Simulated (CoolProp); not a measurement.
Water along the isobar 31300 kPa: Z from the reference equation and from simpler models built on Tc = 647.1 K, pc = 22060 kPa, ω = 0.344; each cubic takes its own stable root.

The numbers come from the reference Helmholtz-energy equation of state, Wagner 2002 in CoolProp.

```
T (K)          phase   reference  Redlich-Kwong  Soave-Redlich-Kwong
-----  -------------  ----------  -------------  -------------------
632.1         liquid      0.1722     (withheld)               0.2578
661.4  supercritical      0.2048         0.3019               0.3133
690.6  supercritical      0.4043         0.4083               0.4785
719.8  supercritical  (withheld)         0.5457               0.6157
749    supercritical      0.6636         0.6320               0.6992
778.3  supercritical      0.7272         0.6919               0.7584
807.5  supercritical      0.7740         0.7370               0.8032
836.7  supercritical      0.8103     (withheld)               0.8387
865.9  supercritical      0.8392         0.8018               0.8675
895.2  supercritical      0.8629     (withheld)               0.8914
924.4  supercritical      0.8824         0.8465               0.9114
953.6  supercritical      0.8988         0.8641               0.9283
```

Task: Some entries are withheld; supply them.

Result: 
- 632.1, Redlich-Kwong: 0.2631
- 719.8, reference: 0.5704
- 836.7, Redlich-Kwong: 0.7727
- 895.2, Redlich-Kwong: 0.8261
